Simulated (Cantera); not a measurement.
Charge: 1 mol CH₂F₂, 3.1 mol H₂, held at 2400 K and 9800 Pa.

Cantera equilibrium calculation (NASA polynomials, part measured and part estimated; ideal gas, pure solids and liquids). Candidate condensed phases: C, C₆H₆, C₇H₈, C₈H₁₈; 95 gas species. Kinetics and transport are ignored.

Base state: H₂ 0.573, HF 0.385, H 0.0385, C₂H₂ (acetylene) 0.00399, F 4.11e-5, C₂H 1.54e-5, C₄H₂ 1.15e-5 (mole fractions); condensed: C(graphite).

**Question.** What changes in the equilibrium state with this change: temperature from 2400 K to 2873 K?

**Answer.** 
| species | before | after |
|---|---|---|
| H₂ | 0.573 | 0.415 |
| HF | 0.385 | 0.348 |
| H | 0.0385 | 0.216 |
| C₂H₂ (acetylene) | 0.00399 | 0.0175 |
| C₂ | 9.05e-8 | 7.65e-5 |
| C₃ | 1.00e-6 | 0.000773 |
| C | 4.05e-7 | 0.000146 |
| CH | 1.49e-7 | 1.65e-5 |
| C(graphite), mol | 0.958 | 0.760 |
